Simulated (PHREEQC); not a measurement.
Solution A (0.001 mol NH4F per kg of water) is mixed with solution B (2.2 mmol/kgw Na2HPO4) at 70 °C; shares are by mass of water, 1 kg in all. O2 is buffered at 0.21 atm. CO2 from the air is kept out. Nothing may precipitate in this run.

Equilibrium calculation in PHREEQC: ion-association model, wateq4f.dat.

Q: Predict pH, HPO4-2 (mol/kgw), H2PO4- (mol/kgw) at share of solution B = 0.6, 0.9, 0.95.

A: 
```json
[
 {"share of solution B": "0.6", "pH": "7.87", "HPO4-2 (mol/kgw)": "0.00115", "H2PO4- (mol/kgw)": "0.000163"},
 {"share of solution B": "0.9", "pH": "8.29", "HPO4-2 (mol/kgw)": "0.00187", "H2PO4- (mol/kgw)": "9.51e-5"},
 {"share of solution B": "0.95", "pH": "8.41", "HPO4-2 (mol/kgw)": "0.00200", "H2PO4- (mol/kgw)": "7.76e-5"}
]
```

H3PO4, which wateq4f.dat lacks, is added to it with the constant of phreeqc.dat. Away from 25 °C the constants follow the database's enthalpies or fits; those with neither stay at their 25 °C values.
